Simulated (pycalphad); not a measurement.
An equivalent pycalphad script:

```python
from pycalphad import Database, equilibrium, calculate, variables as v
import numpy as np
db = Database('COST507.tdb')
comps = ['TI', 'HF', 'B', 'VA']
phases = ['B2M', 'B2TI', 'B4M3', 'B4TI3', 'BCC_A2', 'BETA_RHOMBO_B', 'BM', 'BTI', 'HCP_A3', 'LIQUID']
eq = equilibrium(db, comps, phases, {v.X('HF'): 0.006, v.X('B'): 0.0979, v.T: np.arange(2850, 499, -75), v.P: 101325, v.N: 1}, output=['HM', 'SM'])
```

Source of the numbers: pycalphad with the COST 507 light-alloy database (1999); pressure 1 atm. These are 1990s assessments: newer ones move some temperatures and phases. Amounts are mole fractions of atoms. Kinetics are ignored, which matters at the lower temperatures.

Results at three of the temperatures:

```
T = 900.00 K, P = 101325 Pa, N = 1 mol of atoms
G = -52110 J/mol, H = 688 J/mol, S = 58.67 J/(mol K)  (SER reference)
chemical potentials (J/mol): Ti -38470, Hf -82450, B -175103
phase             fraction      x(Ti)      x(Hf)       x(B)
HCP_A3              0.8055     0.9918     0.0074   0.000815
BM                  0.1945     0.4996   0.000365     0.5000
```

```
T = 750.00 K, P = 101325 Pa, N = 1 mol of atoms
G = -43718 J/mol, H = -3886 J/mol, S = 53.11 J/(mol K)  (SER reference)
chemical potentials (J/mol): Ti -29571, Hf -64049, B -171959
phase             fraction      x(Ti)      x(Hf)       x(B)
HCP_A3              0.8049     0.9922     0.0074   0.000433
BM                  0.1951     0.4997   0.000264     0.5000
```

```
T = 600.00 K, P = 101325 Pa, N = 1 mol of atoms
G = -36223 J/mol, H = -8243 J/mol, S = 46.63 J/(mol K)  (SER reference)
chemical potentials (J/mol): Ti -21594, Hf -46532, B -169492
phase             fraction      x(Ti)      x(Hf)       x(B)
HCP_A3              0.8045     0.9924     0.0074   0.000167
BM                  0.1955     0.4998   0.000161     0.5000
```

Changes of the phase set, refined by bisection:

```json
[
 {"T (K)": "1873.1", "phases above": "LIQUID", "phases below": "BM + LIQUID"},
 {"T (K)": "1814.2", "phases above": "BM + LIQUID", "phases below": "BCC_A2 + BM"},
 {"T (K)": "1150.7", "phases above": "BCC_A2 + BM", "phases below": "BCC_A2 + BM + HCP_A3"},
 {"T (K)": "1148.9", "phases above": "BCC_A2 + BM + HCP_A3", "phases below": "BM + HCP_A3"}
]
```

Database names, with the compositions (at.%) that they take in these runs: BM: Ti 50 B 50. BCC_A2 is bcc; HCP_A3 is hcp.
